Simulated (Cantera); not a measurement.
Charge: 1 mol toluene, 0.73 mol CO2, at 1 atm.

Equilibrium computed with Cantera from the NASA thermochemical tables; the gas is ideal and each condensed phase is pure. Candidate condensed phases: C, C6H6, C7H8, C8H18, H2O; 110 gas species. Equilibrium is a limit: real reactors are often held back by kinetics, nucleation or transport. All values below are at 1275 K.

Base state: H2 0.726, CO 0.266, CH4 0.00495, H2O 0.00228, CO2 0.000503 (mole fractions); condensed: C(graphite).

What changes in the equilibrium state with this change: pressure from 1 atm to 10.0 Torr?


```
species             before    after
----------------  --------  -------
H2                   0.726    0.733
CO                   0.266    0.267
CH4                0.00495  6.63e-5
H2O                0.00228  3.04e-5
CO2               0.000503  6.68e-6
C(graphite), mol      6.26     6.27
```

What changes in the equilibrium state with this change: CO2 from 0.73 to 0.14 mol?


| species | before | after |
|---|---|---|
| H2 | 0.726 | 0.926 |
| CO | 0.266 | 0.0652 |
| CH4 | 0.00495 | 0.00805 |
| CO2 | 0.000503 | 3.02e-5 |
| H2O | 0.00228 | 0.000713 |
| C(graphite), mol | 6.26 | 6.83 |
